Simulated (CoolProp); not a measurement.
The numbers come from the reference Helmholtz-energy equation of state, McLinden 2015 in CoolProp.

Question: Give the vapour pressure (bar), liquid density (kg/m³), vapour density (kg/m³), enthalpy of vaporisation (kJ/kg) of saturated the fluoroketone C6F12O (FK-5-1-12) at 209.1, 266.9 K.

Answer: 
| T (K) | p (bar) | liquid density (kg/m³) | vapour density (kg/m³) | enthalpy of vaporisation (kJ/kg) |
|---|---|---|---|---|
| 209.1 | 0.00108 | 1850 | 0.0196 | 119 |
| 266.9 | 0.0889 | 1690 | 1.28 | 103 |
